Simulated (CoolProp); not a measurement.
Isopentane along the isobar 159 kPa: Z from the reference equation and from simpler models built on Tc = 187.2 °C, pc = 3378 kPa, ω = 0.227; each cubic takes its own stable root.

The numbers come from the reference Helmholtz-energy equation of state, Lemmon 2006 in CoolProp. It is a short technical equation, of lower accuracy than the large ones.

```json
[
 {"T (°C)": "-133.05", "phase": "liquid", "reference": "0.01292"},
 {"T (°C)": "-118.35", "phase": "liquid", "reference": "0.01191"},
 {"T (°C)": "-103.75", "phase": "liquid", "reference": "0.01108"},
 {"T (°C)": "-89.05", "phase": "liquid", "reference": "0.01038"},
 {"T (°C)": "-74.35", "phase": "liquid", "reference": "0.009796"},
 {"T (°C)": "-59.65", "phase": "liquid", "reference": "0.009296"},
 {"T (°C)": "-44.95", "phase": "liquid", "reference": "0.008867"},
 {"T (°C)": "-30.35", "phase": "liquid", "reference": "0.008501"},
 {"T (°C)": "-15.65", "phase": "liquid", "reference": "0.008183"},
 {"T (°C)": "-0.95", "phase": "liquid", "reference": "0.007910"},
 {"T (°C)": "13.75", "phase": "liquid", "reference": "0.007677"},
 {"T (°C)": "28.45", "phase": "liquid", "reference": "0.007481"},
 {"T (°C)": "43.05", "phase": "gas", "reference": "0.9407"},
 {"T (°C)": "57.75", "phase": "gas", "reference": "0.9497"},
 {"T (°C)": "72.45", "phase": "gas", "reference": "0.9569"},
 {"T (°C)": "87.15", "phase": "gas", "reference": "0.9627"}
]
```

Q: How far does each simpler model (van der Waals, Redlich-Kwong, Soave-Redlich-Kwong, Peng-Robinson) lie from the reference over these 16 states: mean and median of the absolute difference, and the worst?

A: 
- van der Waals: mean 3061.6 %, median 63.9 %, worst +12749.9 % at 28.45 °C and 159 kPa
- Redlich-Kwong: mean 791.2 %, median 9.9 %, worst +12542.7 % at 28.45 °C and 159 kPa
- Soave-Redlich-Kwong: mean 6.5 %, median 7.6 %, worst +11.3 % at -133.05 °C and 159 kPa
- Peng-Robinson: mean 2.6 %, median 3.0 %, worst -4.9 % at 13.75 °C and 159 kPa

At some of these states van der Waals, Redlich-Kwong gives the other phase, because its saturation line lies elsewhere.
